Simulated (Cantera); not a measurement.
Input: 1 mol Si, 0.68 mol CO2, 43 mol H2, at 0.580 Pa.

Method: chemical equilibrium by Gibbs-energy minimisation in Cantera with the NASA 1993 tables (ideal gas, pure condensed phases). Candidate condensed phases: C, C6H6, C7H8, C8H18, H2O, Si, SiC, SiO2; 123 gas species. Kinetics and transport are ignored.

Question: Which condensed phases are stable at each of these points (T (K)): 1423, 1448, 1473, 1498, 1523, 1548, 1573, 1598, 1623, 1648, 1673, 1698, 1723, 1748?

Answer: 
```tsv
T (K)	condensed phases	Si condensed (%)
1423	SiC(s)	15.9
1448	SiC(s)	15.8
1473	SiC(s)	15.6
1498	SiC(s)	15.2
1523	SiC(s)	14.5
1548	SiC(s)	13.3
1573	SiC(s)	11.2
1598	SiC(s)	7.9
1623	SiC(s)	2.9
1648	gas only	0.0
1673	gas only	0.0
1698	gas only	0.0
1723	gas only	0.0
1748	gas only	0.0
```

From 1423 K to 1623 K the condensed part is SiC(s). From 1648 K to 1748 K nothing is condensed.
